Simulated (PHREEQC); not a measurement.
Dissolve 3.7 mmol/kgw NiCl2, 16 mmol/kgw FeCl2 and 0.49 mmol/kgw K2SiO3 at 25 °C. Closed to the air; pH follows from the charge balance.

The numbers come from PHREEQC with the ion-association model, wateq4f.dat.

This is a speciation only: nothing precipitates in the calculation.

Question: Estimate the pH.

Answer: pH 8.50.

Question: In which forms is Si present?

Answer: H4SiO4 95 %, H3SiO4- 5.5 % of the Si.

The solution is supersaturated, for example in Ni(OH)2, Quartz (slow to form), so a real one may precipitate; this is no full list.
